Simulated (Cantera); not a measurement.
Input: 1 mol FeS2, a varied amount of H2, 6.3 mol N2, at 1325 °C and 22000 Pa.

Method: chemical equilibrium by Gibbs-energy minimisation in Cantera with the NASA 1993 tables (ideal gas, pure condensed phases). Candidate condensed phases: Fe, FeS, FeS2, S; 16 gas species. Metal and sulfide melt together well below either melting point, which pure phases cannot show. Mutual solubility and eutectic melting of coexisting phases are not modelled. FeS: taken at fixed stoichiometry. Rates play no part.

log p: log10 of the partial pressure in bar; n: condensed amount in mol.

```csv
n(H2) (mol),log p H2,log p N2,log p H2S,log p SH,log p S2,log p H,n FeS(l),n Fe(γ)
50,-0.72,-1.61,-2.43,-4.07,-4.16,-4.63,1.000,?
58,-0.71,-1.67,-2.47,-4.11,-4.25,-4.63,0.953,?
66,-0.70,-1.72,-2.46,-4.11,-4.25,-4.63,0.809,?
77,-0.70,-1.78,-2.46,-4.11,-4.25,-4.62,0.612,?
88,-0.70,-1.83,-2.46,-4.11,-4.25,-4.62,0.414,?
100,-0.69,-1.88,-2.45,-4.10,-4.25,-4.62,0.198,?
120,-0.69,-1.96,-2.48,-4.13,-4.32,-4.62,0,0.999
140,-0.68,-2.02,-2.54,-4.20,-4.45,-4.61,0,0.999
160,-0.68,-2.08,-2.60,-4.25,-4.57,-4.61,0,0.999
180,-0.68,-2.13,-2.64,-4.30,-4.67,-4.61,0,0.999
210,-0.67,-2.19,-2.71,-4.37,-4.80,-4.61,0,0.999
240,-0.67,-2.25,-2.76,-4.43,-4.91,-4.61,0,0.999
280,-0.67,-2.32,-2.83,-4.49,-5.05,-4.61,0,0.999
```

Question: What belongs in the gaps?

Answer: 
- 50, n Fe(γ): 0
- 58, n Fe(γ): 0.0465
- 66, n Fe(γ): 0.190
- 77, n Fe(γ): 0.388
- 88, n Fe(γ): 0.586
- 100, n Fe(γ): 0.801
